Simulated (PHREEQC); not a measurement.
## Polishing slurry liquid

A solution holds 0.036 mol/kgw K2CO3, 0.21 mol/kgw Fe(NO3)3 and 0.00013 mol/kgw H3BO3, at 5 °C. Closed to the air; pH follows from the charge balance.

The numbers come from PHREEQC with the ion-association model, wateq4f.dat.

This is a speciation only: nothing precipitates in the calculation.

What pH, activity of water does the model give?

pH 2.28; activity of water 0.984.

In which forms is Fe present?

Fe+3 66 %, Fe3(OH)4+5 12 %, Fe2(OH)2+4 12 %, FeOH+2 9.5 % of the Fe.

The solution is supersaturated, for example in Hematite (slow to form), Goethite (slow to form), so a real one may precipitate; this is no full list. The ionic strength is past about 0.7 mol/kgw, beyond the range of this activity model, so the values are rough. Complexes and solids missing from the database can't appear. Away from 25 °C the constants follow the database's enthalpies or fits; those with neither stay at their 25 °C values.
